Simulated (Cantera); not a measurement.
# Premixed flame

A freely propagating, adiabatic, planar premixed flame of CO : H2 : CH4 : O2 : N2 : H2O = 1 : 0.21 : 0.093 : 0.608 : 2.29 : 1.1 (molar parts), equivalence ratio 1.3, unburnt at 325 K and 18000 Pa; unity-Lewis-number transport, grid criteria slope 0.08 and curve 0.16, no radiation.

Model: GRI-Mech 3.0 (53 species, 325 reactions), integrated in Cantera. Unity Lewis numbers drop preferential diffusion, which matters most where H2 and H carry the flame. Burning velocities carry a grid error of a few per cent, more on coarse grids.

```json
[
 {"z (mm)": "-7.96", "T (K)": "325", "u (m/s)": "0.483", "x CO": "0.189", "x H2": "0.0396", "x CH4": "0.0175", "x NO2": "<1e-8", "x C2H": "<1e-8", "x CH2": "<1e-8"},
 {"z (mm)": "-5.31", "T (K)": "325", "u (m/s)": "0.483", "x CO": "0.189", "x H2": "0.0396", "x CH4": "0.0175", "x NO2": "<1e-8", "x C2H": "<1e-8", "x CH2": "<1e-8"},
 {"z (mm)": "-3.98", "T (K)": "326", "u (m/s)": "0.484", "x CO": "0.189", "x H2": "0.0396", "x CH4": "0.0175", "x NO2": "<1e-8", "x C2H": "<1e-8", "x CH2": "<1e-8"},
 {"z (mm)": "-2.65", "T (K)": "334", "u (m/s)": "0.497", "x CO": "0.188", "x H2": "0.0395", "x CH4": "0.0174", "x NO2": "<1e-8", "x C2H": "<1e-8", "x CH2": "<1e-8"},
 {"z (mm)": "-1.33", "T (K)": "501", "u (m/s)": "0.740", "x CO": "0.180", "x H2": "0.0375", "x CH4": "0.0151", "x NO2": "2.27e-8", "x C2H": "<1e-8", "x CH2": "<1e-8"},
 {"z (mm)": "-0.663", "T (K)": "828", "u (m/s)": "1.21", "x CO": "0.161", "x H2": "0.0329", "x CH4": "0.00989", "x NO2": "<1e-8", "x C2H": "<1e-8", "x CH2": "1.27e-7"},
 {"z (mm)": "0", "T (K)": "1190", "u (m/s)": "1.72", "x CO": "0.130", "x H2": "0.0261", "x CH4": "0.00232", "x NO2": "<1e-8", "x C2H": "<1e-8", "x CH2": "9.48e-7"},
 {"z (mm)": "0.663", "T (K)": "1377", "u (m/s)": "1.97", "x CO": "0.0961", "x H2": "0.0246", "x CH4": "9.45e-5", "x NO2": "<1e-8", "x C2H": "<1e-8", "x CH2": "1.59e-7"},
 {"z (mm)": "1.33", "T (K)": "1470", "u (m/s)": "2.09", "x CO": "0.0761", "x H2": "0.0286", "x CH4": "2.11e-6", "x NO2": "<1e-8", "x C2H": "<1e-8", "x CH2": "<1e-8"},
 {"z (mm)": "2.65", "T (K)": "1571", "u (m/s)": "2.22", "x CO": "0.0633", "x H2": "0.0318", "x CH4": "<1e-8", "x NO2": "<1e-8", "x C2H": "<1e-8", "x CH2": "<1e-8"},
 {"z (mm)": "5.31", "T (K)": "1669", "u (m/s)": "2.34", "x CO": "0.0607", "x H2": "0.0301", "x CH4": "<1e-8", "x NO2": "<1e-8", "x C2H": "<1e-8", "x CH2": "<1e-8"},
 {"z (mm)": "10.6", "T (K)": "1756", "u (m/s)": "2.44", "x CO": "0.0594", "x H2": "0.0270", "x CH4": "<1e-8", "x NO2": "<1e-8", "x C2H": "<1e-8", "x CH2": "<1e-8"},
 {"z (mm)": "21.2", "T (K)": "1824", "u (m/s)": "2.52", "x CO": "0.0576", "x H2": "0.0245", "x CH4": "<1e-8", "x NO2": "<1e-8", "x C2H": "<1e-8", "x CH2": "<1e-8"}
]
```
x: mole fraction of selected species; z is measured from the peak of heat release.

```
Property                     Result
------------------------  ---------
laminar burning velocity  48.3 cm/s
thermal thickness           2.65 mm
peak x(C2H)                   <1e-8
peak x(CH2)                 9.48e-7
grid points                     132
```
